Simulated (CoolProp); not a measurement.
Properties of R236FA along the isotherm 400 K.

Computed with CoolProp (reference Helmholtz-energy equation of state, Pan 2012).

```json
[
 {"p (MPa)": "2.28", "phase": "gas", "cp (kJ/(kg K))": "1.325", "speed of sound (m/s)": "110.8", "isothermal compressibility (1/MPa)": "0.7099"},
 {"p (MPa)": "4.56", "phase": "supercritical", "cp (kJ/(kg K))": "1.854", "speed of sound (m/s)": "165.3", "isothermal compressibility (1/MPa)": "0.07315"},
 {"p (MPa)": "6.84", "phase": "supercritical", "cp (kJ/(kg K))": "1.539", "speed of sound (m/s)": "233.1", "isothermal compressibility (1/MPa)": "0.02815"},
 {"p (MPa)": "9.12", "phase": "supercritical", "cp (kJ/(kg K))": "1.445", "speed of sound (m/s)": "278.1", "isothermal compressibility (1/MPa)": "0.01777"},
 {"p (MPa)": "11.4", "phase": "supercritical", "cp (kJ/(kg K))": "1.396", "speed of sound (m/s)": "313.7", "isothermal compressibility (1/MPa)": "0.01308"},
 {"p (MPa)": "13.7", "phase": "supercritical", "cp (kJ/(kg K))": "1.365", "speed of sound (m/s)": "344.0", "isothermal compressibility (1/MPa)": "0.01037"},
 {"p (MPa)": "16", "phase": "supercritical", "cp (kJ/(kg K))": "1.343", "speed of sound (m/s)": "370.7", "isothermal compressibility (1/MPa)": "0.008614"},
 {"p (MPa)": "18.2", "phase": "supercritical", "cp (kJ/(kg K))": "1.328", "speed of sound (m/s)": "393.5", "isothermal compressibility (1/MPa)": "0.007427"},
 {"p (MPa)": "20.5", "phase": "supercritical", "cp (kJ/(kg K))": "1.315", "speed of sound (m/s)": "415.4", "isothermal compressibility (1/MPa)": "0.006502"},
 {"p (MPa)": "22.8", "phase": "supercritical", "cp (kJ/(kg K))": "1.305", "speed of sound (m/s)": "435.6", "isothermal compressibility (1/MPa)": "0.005788"},
 {"p (MPa)": "25.1", "phase": "supercritical", "cp (kJ/(kg K))": "1.297", "speed of sound (m/s)": "454.4", "isothermal compressibility (1/MPa)": "0.005221"},
 {"p (MPa)": "27.4", "phase": "supercritical", "cp (kJ/(kg K))": "1.290", "speed of sound (m/s)": "472.0", "isothermal compressibility (1/MPa)": "0.004758"},
 {"p (MPa)": "29.6", "phase": "supercritical", "cp (kJ/(kg K))": "1.285", "speed of sound (m/s)": "487.9", "isothermal compressibility (1/MPa)": "0.004389"},
 {"p (MPa)": "31.9", "phase": "supercritical", "cp (kJ/(kg K))": "1.280", "speed of sound (m/s)": "503.7", "isothermal compressibility (1/MPa)": "0.004062"}
]
```

The peak of cp marks the crossing from liquid-like to gas-like fluid above the critical point.
